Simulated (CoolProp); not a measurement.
The numbers come from the reference Helmholtz-energy equation of state, Lemmon 2016 in CoolProp.

Problem. For R115, give the phase and the cp (kJ/(kg K)), cv (kJ/(kg K)) at 186.8 K and 1 bar; 370.8 K and 0.305 bar; 402.4 K and 6.23 bar.

Solution. 
- 186.8 K and 1 bar: liquid; cp 0.869, cv 0.571
- 370.8 K and 0.305 bar: gas; cp 0.805, cv 0.751
- 402.4 K and 6.23 bar: gas; cp 0.856, cv 0.789
